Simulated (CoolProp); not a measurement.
A Linde-Hampson liquefier for methane: isothermal reversible compression at 230 K from 1 atm to 25 MPa, throttling to 1 atm, return gas leaving the recuperator 10 K below the feed. Each further row changes one setting.

Values from CoolProp's reference Helmholtz-energy equation of state, Setzmann 1991.

```
case                        liquid yield per pass  compression work (kJ/kg of gas)
--------------------------  ---------------------  -------------------------------
as stated                                   0.391                              559
high pressure 50 MPa                          [?]                              639
warm-end temperature 260 K                    [?]                              [?]
warm-end gap 15 K                           0.382                              559
```

Q: Complete the blanks.

A: 
- high pressure 50 MPa, liquid yield per pass: 0.380
- warm-end temperature 260 K, liquid yield per pass: 0.297
- warm-end temperature 260 K, compression work (kJ/kg of gas): 670
